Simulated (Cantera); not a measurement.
**Low-pressure radical oxidation in H2/O2**

An isothermal, constant-pressure homogeneous reactor starts with 0.613 % H2, 13.6 % O2, 85.8 % N2, equivalence ratio 0.022, at 1025 K and 10.00 Torr.

Detailed kinetics in Cantera: the H2/O2 subset of GRI-Mech 3.0, which has no nitrogen chemistry. Radical loss at walls, strong at low pressure, is not modelled.

```csv
t (s),x H2,x O2,x HO2,x H,x O
8.00e-5,0.00613,0.136,1.26e-12,1.20e-12,<1e-12
0.000229,0.00613,0.136,3.62e-12,3.19e-12,<1e-12
0.000656,0.00613,0.136,1.04e-11,7.89e-12,3.31e-12
0.00188,0.00613,0.136,3.00e-11,2.15e-11,2.22e-11
0.00538,0.00613,0.136,8.85e-11,1.27e-10,2.17e-10
0.0154,0.00613,0.136,6.26e-10,1.08e-8,2.03e-8
0.0442,0.00325,0.134,8.09e-7,0.000921,0.00118
0.126,7.66e-5,0.132,6.21e-7,0.000629,0.00218
0.362,2.58e-5,0.133,4.50e-7,0.000124,0.000767
1.04,4.64e-6,0.133,2.19e-7,9.56e-6,0.000142
2.97,6.12e-7,0.133,6.82e-8,4.91e-7,1.97e-5
8.51,8.59e-8,0.133,1.62e-8,2.84e-8,2.93e-6
24.4,1.53e-8,0.133,3.75e-9,2.31e-9,5.50e-7
69.8,3.44e-9,0.133,9.70e-10,2.64e-10,1.29e-7
200,9.24e-10,0.133,2.89e-10,3.82e-11,3.57e-8
```
x: mole fraction; the columns are a selection and need not sum to one.

Equilibrium at this temperature and pressure: H2 2.65e-11, O2 0.133, HO2 8.25e-11, H <1e-12, O 1.05e-9 (gas phase only).
